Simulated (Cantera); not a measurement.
Formation from one mole of O2

Standard-state values (1 bar) from the NASA 1993 polynomials, evaluated with Cantera. Values are per mole of reaction as written; species without (g) are pure solids or liquids, kept so even where they would boil at 1 bar.

C + O2(g) = CO2(g)

```json
[
 {"T (K)": "300", "ΔH° (kJ)": "-393.5", "ΔS° (J/K)": "2.9", "ΔG° (kJ)": "-394.4", "log10 K": "68.67"},
 {"T (K)": "623", "ΔH° (kJ)": "-393.8", "ΔS° (J/K)": "2.2", "ΔG° (kJ)": "-395.2", "log10 K": "33.14"},
 {"T (K)": "698", "ΔH° (kJ)": "-394.0", "ΔS° (J/K)": "2.0", "ΔG° (kJ)": "-395.4", "log10 K": "29.59"},
 {"T (K)": "773", "ΔH° (kJ)": "-394.1", "ΔS° (J/K)": "1.8", "ΔG° (kJ)": "-395.5", "log10 K": "26.73"},
 {"T (K)": "848", "ΔH° (kJ)": "-394.3", "ΔS° (J/K)": "1.6", "ΔG° (kJ)": "-395.6", "log10 K": "24.37"},
 {"T (K)": "923", "ΔH° (kJ)": "-394.4", "ΔS° (J/K)": "1.4", "ΔG° (kJ)": "-395.8", "log10 K": "22.40"},
 {"T (K)": "998", "ΔH° (kJ)": "-394.6", "ΔS° (J/K)": "1.3", "ΔG° (kJ)": "-395.9", "log10 K": "20.72"},
 {"T (K)": "1073", "ΔH° (kJ)": "-394.8", "ΔS° (J/K)": "1.1", "ΔG° (kJ)": "-395.9", "log10 K": "19.27"}
]
```

1.143 Ti + O2(g) = 0.2857 Ti4O7

```
T (K)  ΔH° (kJ)  ΔS° (J/K)  ΔG° (kJ)  log10 K
-----  --------  ---------  --------  -------
300      -972.7     -183.5    -917.7   159.78
623      -969.7     -177.1    -859.4    72.05
698      -968.7     -175.6    -846.1    63.32
773      -967.7     -174.2    -833.0    56.29
848      -966.7     -173.0    -820.0    50.51
923      -965.7     -171.9    -807.1    45.67
998      -964.8     -170.9    -794.2    41.57
1073     -964.0     -170.1    -781.5    38.04
```

0.8 V + O2(g) = 0.4 V2O5

```csv
T (K),ΔH° (kJ),ΔS° (J/K),ΔG° (kJ),log10 K,condensed phases
300,-620.2,-176.0,-567.4,98.80,"V(s), V2O5(s)"
623,-616.9,-169.0,-511.6,42.90,"V(s), V2O5(s)"
698,-615.9,-167.5,-499.0,37.34,"V(s), V2O5(s)"
773,-614.8,-166.0,-486.5,32.87,"V(s), V2O5(s)"
848,-613.8,-164.7,-474.1,29.20,"V(s), V2O5(s)"
923,-612.7,-163.5,-461.8,26.13,"V(s), V2O5(s)"
998,-585.6,-134.8,-451.1,23.61,"V(s), V2O5(l)"
1073,-584.4,-133.6,-441.0,21.47,"V(s), V2O5(l)"
```

Nb + O2(g) = NbO2(g)

```csv
T (K),ΔH° (kJ),ΔS° (J/K),ΔG° (kJ),log10 K
300,-200.0,31.2,-209.4,36.46
623,-202.4,25.6,-218.4,18.31
698,-202.9,24.9,-220.3,16.48
773,-203.3,24.3,-222.1,15.01
848,-203.8,23.7,-223.9,13.79
923,-204.3,23.1,-225.7,12.77
998,-204.9,22.5,-227.4,11.90
1073,-205.4,22.0,-229.1,11.15
```
